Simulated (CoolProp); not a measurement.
Vapour-liquid equilibrium of propylene (1) + R114 (2) at 7.55 °C; x and y are mole fractions of (1).

Values from CoolProp's multi-fluid Helmholtz-energy mixture model, Lemmon 2013 and Platzer 1990; pair parameters Bell 2016. This equation is an older, rougher fit; its heat capacities, sound speeds and derivatives of the liquid may be far off and weren't checked against measurements.

```tsv
x	bubble pressure, mixture model (kPa)	bubble pressure, Raoult's law (kPa)	y, mixture model	y, Raoult's law
0.05	159.3	148.0	___	0.246
0.2	280.1	239.5	0.640	0.607
0.35	386.0	330.9	0.773	0.769
0.5	474.9	422.3	___	0.861
0.65	___	513.8	0.894	0.920
0.8	___	605.2	___	0.961
0.95	700.0	696.6	0.982	0.992
```

### Question
Fill in the missing entries.

### Answer

- 0.05, y, mixture model: 0.287
- 0.5, y, mixture model: 0.844
- 0.65, bubble pressure, mixture model (kPa): 551.8
- 0.8, bubble pressure, mixture model (kPa): 624.3
- 0.8, y, mixture model: 0.936

The largest gap from Raoult's law is +17.0 % in bubble pressure, at x = 0.2. No azeotrope shows between x = 0.05 and 0.95.

Pair parameters are fitted to limited data, so mixtures are less certain than the pure fluids.
